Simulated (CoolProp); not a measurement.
The fluid at 298.15 K and 0.0489 MPa flows at 0.21 m/s in a round tube of 12.7 mm bore and 45 µm roughness, fully developed (64/Re and Nu = 3.66 if laminar; Colebrook and Gnielinski if turbulent). The same conditions are run with several fluids, on thermodynamics alone (safety and materials aside).

Values from CoolProp's reference Helmholtz-energy equation of state of each fluid (c-C4F8 (RC318): Platzer 1990; R124: de Vries 1995; sulfur hexafluoride: Guder 2009; R407C: Lemmon 2003; isobutane: Bücker 2006). The equations of Platzer and Polt are older, rougher fits. Blends and air are pseudo-pure fits.

Question: Rank c-C4F8 (RC318), R124, sulfur hexafluoride, R407C, isobutane by Reynolds number, highest first.

Answer: c-C4F8 (RC318) (937), R124 (564), sulfur hexafluoride (508), isobutane (412), R407C (373)

| fluid | Darcy friction factor | pressure drop (Pa/m) | heat-transfer coefficient (W/(m² K)) | mass flow (kg/h) |
|---|---|---|---|---|
| c-C4F8 (RC318) | 0.0683 | 0.475 | 3.49 | 0.383 |
| R124 | 0.113 | 0.537 | 3.79 | 0.261 |
| sulfur hexafluoride | 0.126 | 0.634 | 3.74 | 0.277 |
| R407C | 0.172 | 0.511 | 3.80 | 0.164 |
| isobutane | 0.155 | 0.313 | 4.87 | 0.111 |

Transport values come from each fluid's own correlations; those of c-C4F8 (RC318), R124 are estimates that may be off by 10 % or more.
